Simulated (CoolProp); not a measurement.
C3F8 (R218) along the isotherm 369.8 K: fugacity coefficient from the reference equation and from simpler models built on Tc = 345.0 K, pc = 2.640 MPa, ω = 0.317; each cubic takes its own stable root.

Model: reference Helmholtz-energy equation of state, Lemmon 2006, in CoolProp. It is a short technical equation, of lower accuracy than the large ones.

```json
[
 {"p (MPa)": "0.733", "phase": "gas", "reference": "0.9297", "van der Waals": "0.9309", "Soave-Redlich-Kwong": "0.9273", "Peng-Robinson": "0.9183"},
 {"p (MPa)": "1.47", "phase": "gas", "reference": "0.8596", "van der Waals": "0.8619", "Soave-Redlich-Kwong": "0.8566", "Peng-Robinson": "0.8404"},
 {"p (MPa)": "2.2", "phase": "gas", "reference": "0.7904", "van der Waals": "0.7932", "Soave-Redlich-Kwong": "0.7884", "Peng-Robinson": "0.7668"},
 {"p (MPa)": "2.93", "phase": "supercritical", "reference": "0.7211", "van der Waals": "0.7222", "Soave-Redlich-Kwong": "0.7216", "Peng-Robinson": "0.6962"},
 {"p (MPa)": "3.67", "phase": "supercritical", "reference": "0.6509", "van der Waals": "0.6439", "Soave-Redlich-Kwong": "0.6549", "Peng-Robinson": "0.6276"},
 {"p (MPa)": "4.4", "phase": "supercritical", "reference": "0.5855", "van der Waals": "0.5778", "Soave-Redlich-Kwong": "0.5939", "Peng-Robinson": "0.5662"},
 {"p (MPa)": "5.13", "phase": "supercritical", "reference": "0.5316", "van der Waals": "0.5288", "Soave-Redlich-Kwong": "0.5438", "Peng-Robinson": "0.5160"},
 {"p (MPa)": "5.87", "phase": "supercritical", "reference": "0.4889", "van der Waals": "0.4916", "Soave-Redlich-Kwong": "0.5039", "Peng-Robinson": "0.4758"},
 {"p (MPa)": "6.6", "phase": "supercritical", "reference": "0.4559", "van der Waals": "0.4635", "Soave-Redlich-Kwong": "0.4726", "Peng-Robinson": "0.4443"}
]
```
